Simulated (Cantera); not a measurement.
Charge: 1 mol CF4, 1 mol CH4, 2.6 mol F2, held at 0.518 Torr.

Equilibrium computed with Cantera from the NASA thermochemical tables; the gas is ideal and each condensed phase is pure. Candidate condensed phases: C, C6H6, C7H8, C8H18; 95 gas species. Gases not in the tables: C2F6 and larger saturated fluorocarbons. Equilibrium is a limit: real reactors are often held back by kinetics, nucleation or transport.

Q: At 1877 °C, list the 4 most abundant gas species with their mole fractions, and the condensed phases.

A: HF 0.513, F 0.328, CF2 0.143, CF4 0.0113. Condensed: C(graphite).
